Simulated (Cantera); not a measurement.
What does this Cantera script print?

```python
import numpy as np
import cantera as ct

gas_names = """
    H HO2 H2 H2O H2O2 Nb NbO NbO2 O OH O2 O3
""".split()
cond_names = """
    H2O(s) H2O(L) Nb(cr) Nb(L) NbO(s) NbO(L) NbO2(I) NbO2(II) NbO2(III) NbO2(L) Nb2O5(s) Nb2O5(L)
""".split()


# ... load() reads the species with a 1 bar reference pressure and builds the phases ...
atoms = {
    'Nb2O5': {'Nb': 2, 'O': 5},
    'H2': {'H': 2},
    'H2O': {'H': 2, 'O': 1},
}
top_T = {}  # K; cautious upper limits of use, not melting points


# ... equilibrate(T, P, feed) seeds the gas with the atoms and calls Mixture.equilibrate('TP', solver="vcs", rtol=1e-11, max_steps=5000) ...
results = []
T = 950  # K
P = 100000  # Pa
for m in [1.1, 2.5, 5.9, 14, 31, 73, 170, 390, 890, 2100]:
    feed = {'Nb2O5': 1, 'H2': m, 'H2O': 0.069}  # mol
    mix = equilibrate(T, P, feed)
    results.append((T, P, feed, dict(zip(mix.species_names, mix.species_moles))))

top = {s: max(r[3][s] / sum(r[3][g] for g in gas_names) for r in results) for s in gas_names}
cols = sorted((s for s in top if top[s] > 1e-06), key=lambda s: -top[s])[:7]
seen = [c for c in cond_names if any(r[3].get(c, 0) > 1e-12 for r in results)]
print("log10 of partial pressures in bar; condensed amounts in mol")
print(f"{'n(H2)':>10s}" + "".join(f"{s[:9]:>10s}" for s in cols + seen))
for T, P, feed, n in results:
    ng = sum(n[g] for g in gas_names)
    print(f"{feed['H2']:10.4g}" + "".join(f"{np.log10(max(n[s] / ng * P / 1e5, 1e-99)):10.3f}" for s in cols)
          + "".join(f"{n.get(c, 0):10.4g}" for c in seen))
```

Output:

```
log10 of partial pressures in bar; condensed amounts in mol
     n(H2)        H2       H2O   NbO2(I)  Nb2O5(s)
       1.1    -0.026    -1.229         0         1
       2.5    -0.012    -1.571         0         1
       5.9    -0.005    -1.937         0         1
        14    -0.002    -2.309         0         1
        31    -0.002    -2.442   0.08672    0.9566
        73    -0.002    -2.442    0.3905    0.8047
       170    -0.002    -2.442     1.092    0.4539
       390    -0.001    -2.562         2         0
       890    -0.001    -2.920         2         0
      2100    -0.000    -3.293         2         0
```

These are equilibrium values from Cantera (NASA tables, ideal gas, pure condensed phases), not measurements of a reactor. Condensed phases not in the tables: the oxides between NbO2 and Nb2O5.
